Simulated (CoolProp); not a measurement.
Model: reference Helmholtz-energy equation of state, McLinden 2015, in CoolProp.

Question: Give the vapour pressure (MPa), vapour density (kg/m³), enthalpy of vaporisation (kJ/kg) of saturated the fluoroketone C6F12O (FK-5-1-12) at 321.7, 339.2, 374.2 K.

Answer: 
| T (K) | p (MPa) | vapour density (kg/m³) | enthalpy of vaporisation (kJ/kg) |
|---|---|---|---|
| 321.7 | 0.0996 | 12.6 | 88.1 |
| 339.2 | 0.176 | 21.8 | 82.7 |
| 374.2 | 0.459 | 57.4 | 69.9 |
